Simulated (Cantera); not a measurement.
A perfectly stirred reactor is fed with CH₄ : CO : O₂ : N₂ = 1 : 0.36 : 3.63 : 22.9 (molar parts), equivalence ratio 0.60, at 760 Torr; it is adiabatic with a 748 K inlet, and is followed from long to short residence time, starting on the burning branch (τ in s: 0.094, 0.031, 0.01, 0.0033, 0.0011, 0.00035, 0.00012, 3.8e-05, 1.2e-05).

Detailed kinetics in Cantera: GRI-Mech 3.0 (53 species, 325 reactions).

Question: Predict: blow-out, bracketed by the residence times tried; x(CH₄) at τ = 94.0 ms; x(CO) at τ = 94.0 ms; x(O₂) at τ = 94.0 ms; x(C₂H₄) at τ = 94.0 ms; x(N₂O) at τ = 94.0 ms; x(CH₄) at τ = 1.10 ms; x(CO) at τ = 1.10 ms; x(O₂) at τ = 1.10 ms; x(C₂H₄) at τ = 1.10 ms; x(N₂O) at τ = 1.10 ms.

Answer: 
| Quantity | Value |
|---|---|
| blow-out, bracketed by the residence times tried | burning at 0.350 ms, out at 0.120 ms |
| x(CH₄) at τ = 94.0 ms | 1.14e-5 |
| x(CO) at τ = 94.0 ms | 0.000413 |
| x(O₂) at τ = 94.0 ms | 0.0523 |
| x(C₂H₄) at τ = 94.0 ms | 1.82e-9 |
| x(N₂O) at τ = 94.0 ms | 6.55e-7 |
| x(CH₄) at τ = 1.10 ms | 0.000225 |
| x(CO) at τ = 1.10 ms | 0.00741 |
| x(O₂) at τ = 1.10 ms | 0.0558 |
| x(C₂H₄) at τ = 1.10 ms | 5.25e-8 |
| x(N₂O) at τ = 1.10 ms | 3.48e-7 |
